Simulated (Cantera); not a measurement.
Feed: 1 mol TiCl₄, 17 mol O₂, 1.2 mol H₂, held at 1873 K and 0.00760 bar.

These are equilibrium values from Cantera (NASA tables, ideal gas, pure condensed phases), not measurements of a reactor. Candidate condensed phases: H₂O, Ti, TiCl₂, TiCl₃, TiCl₄, TiO, TiO₂, Ti₂O₃, Ti₃O₅, Ti₄O₇; 23 gas species. The numbers say what is thermodynamically allowed, not how fast it happens.

Base state: O₂ 0.783, Cl 0.110, HCl 0.0873, H₂O 0.0148, O 0.00240, OH 0.00191, Cl₂ 0.000474, ClO 0.000141 (mole fractions); condensed: TiO₂(rutile).

Question: What changes in the equilibrium state with this change: O₂ from 17 to 0.91 mol?

Answer: 
```tsv
species	before	after
HCl	0.0873	0.640
Cl	0.110	0.330
TiCl₄	2.79e-9	0.0158
O₂	0.783	1.13e-5
H₂O	0.0148	0.000334
TiCl₃	3.82e-9	0.00721
TiCl₂	<1e-9	2.20e-5
TiOCl₂	9.67e-7	0.00230
O	0.00240	9.10e-6
OH	0.00191	1.77e-5
TiO₂(rutile), mol	1.000	0.905
```
The tables' values for TiCl₂ are old estimates; treat these amounts as uncertain.

Question: What changes in the equilibrium state with this change: H₂ from 1.2 to 11 mol?

Answer: 
| species | before | after |
|---|---|---|
| O₂ | 0.783 | 0.454 |
| H₂O | 0.0148 | 0.373 |
| HCl | 0.0873 | 0.132 |
| Cl | 0.110 | 0.0290 |
| H₂ | 1.99e-5 | 0.000657 |
| Cl₂ | 0.000474 | 3.30e-5 |
| TiO₂(rutile), mol | 1.000 | 1.000 |
